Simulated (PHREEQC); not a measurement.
**Copper plating or etch bath: an equilibrium model**

Solution (25 °C): 85 mmol/kgw CuCl2 and 58 mmol/kgw KCl. Closed to the air; pH follows from the charge balance.

Equilibrium calculation in PHREEQC: ion-association model, phreeqc.dat.

| Item | Result |
|---|---|
| pH | 4.31 |
| ionic strength | 0.287 mol/kgw |
| activity of water | 0.994 |
| density | 1.010 g/cm³ |

| species | molality | activity | log γ |
|---|---|---|---|
| Cl- | 0.214 | 0.148 | -0.162 |
| Cu+2 | 0.0721 | 0.0212 | -0.531 |
| K+ | 0.0580 | 0.0397 | -0.165 |
| CuCl+ | 0.0122 | 0.00844 | -0.160 |
| CuCl2 | 0.000627 | 0.000670 | 0.029 |
| H+ | 6.24e-5 | 4.89e-5 | -0.106 |

No solid was allowed to form. Species that the database lacks are ignored.
